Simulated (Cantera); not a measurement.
A diamond (100) surface in a fixed gas of H2 with x(CH4) = 0.021, x(H) = 0.029, at 1198 K, 82.5 Torr; coverages are run to steady state.

Computed with Cantera and the Harris–Goodwin 1993 mechanism for the reconstructed diamond (100) surface.

θ: site fractions in the mechanism's names (c6HH fully hydrogenated, c6H* and c6*H radical sites, c6** diradical, c6HM methylated).

```tsv
x(CH3)	growth (µm/h)	θ c6HH	θ c6H*	θ c6*H	θ c6**	θ c6HM
1e-06	0.102	0.439	0.0390	0.491	0.0309	7.56e-6
2.2e-06	0.223	0.439	0.0390	0.491	0.0309	1.66e-5
4.9e-06	0.498	0.439	0.0390	0.491	0.0309	3.70e-5
1.1e-05	1.12	0.439	0.0390	0.491	0.0309	8.31e-5
2.4e-05	2.44	0.439	0.0389	0.491	0.0309	0.000181
5.4e-05	?	0.439	0.0389	0.491	0.0308	?
0.00012	?	0.438	0.0389	0.490	0.0308	?
0.00027	27.3	0.438	0.0388	0.489	0.0307	0.00203
0.0006	60.3	0.436	0.0387	0.487	0.0305	0.00449
```

### Question
Some entries are withheld; supply them.

### Answer

- 5.4e-05, growth (µm/h): 5.48
- 5.4e-05, θ c6HM: 0.000408
- 0.00012, growth (µm/h): 12.2
- 0.00012, θ c6HM: 0.000905
